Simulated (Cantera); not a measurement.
Feed: 1 mol C3H8, 0.034 mol NH3, equilibrated at 13300 Pa.

These are equilibrium values from Cantera (NASA tables, ideal gas, pure condensed phases), not measurements of a reactor. Candidate condensed phases: C, C6H6, C7H8, C8H18; 92 gas species. Equilibrium is a limit: real reactors are often held back by kinetics, nucleation or transport. All values below are at 1948 K.

Base state: H2 0.992, N2 0.00379, H 0.00308, HCN 0.000732, C2H2 (acetylene) 0.000535, CH4 6.42e-5, HNC 3.78e-5 (mole fractions); condensed: C(graphite).

Task: What changes in the equilibrium state with this change: NH3 from 0.034 to 0.81 mol?

Result: 
| species | before | after |
|---|---|---|
| H2 | 0.992 | 0.923 |
| N2 | 0.00379 | 0.0704 |
| HCN | 0.000732 | 0.00305 |
| HNC | 3.78e-5 | 0.000157 |
| CH4 | 6.42e-5 | 5.56e-5 |
| C2H2 (acetylene) | 0.000535 | 0.000497 |
| H | 0.00308 | 0.00297 |
| C(graphite), mol | 2.99 | 2.98 |

Task: What changes in the equilibrium state with this change: NH3 from 0.034 to 0.65 mol?

Result: 
```
species             before     after
----------------  --------  --------
H2                   0.992     0.934
N2                 0.00379    0.0597
H                  0.00308   0.00299
HCN               0.000732   0.00282
HNC                3.78e-5  0.000146
CH4                6.42e-5   5.69e-5
C2H2 (acetylene)  0.000535  0.000503
C(graphite), mol      2.99      2.98
```
